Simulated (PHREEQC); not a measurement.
A PHREEQC input (ion-association model, wateq4f.dat):

```
SOLUTION 1
  temp 25
  units mg/kgw
  pH 8.28
  pe 12.7
  Na 2820
  K 37.4
  Ca 16.7
  Mg 369
  Cl 4830
  S(6) 389 as SO4
  Alkalinity 306 as HCO3
  Sr 3.58
  Cd 2.01
  Si 8.76 as SiO2
END
USE solution 1
EQUILIBRIUM_PHASES 1
  Chaalcedony 0 0
  CO2(g) -3.4 10
END
```

It stops with these messages:

```
ERROR: Phase not found in database, Chaalcedony.
ERROR: Calculations terminating due to input errors.
```

The fault: the phase Chalcedony misspelt. The line should read `Chalcedony` where the input has `Chaalcedony`. With the mend the run ends at pH 8.65 and ionic strength 0.166 mol/kgw.
